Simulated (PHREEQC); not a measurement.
Solution (16 °C and 10 atm): 0.18 mol/kgw CdSO4, 0.22 mol/kgw KCl and 0.033 mol/kgw MnSO4. It is in equilibrium with CO2 at log p = -3.4 (atm). Otherwise closed; pH follows from the charge balance.

All values are PHREEQC results (ion-association model, phreeqc.dat), not measurements.

Precipitation was switched off in this run.

### Question
Predict the pH.

### Answer
pH 5.49.

### Question
In which forms is K present?

### Answer
K+ 91 %, KSO4- 9.1 % of the K.
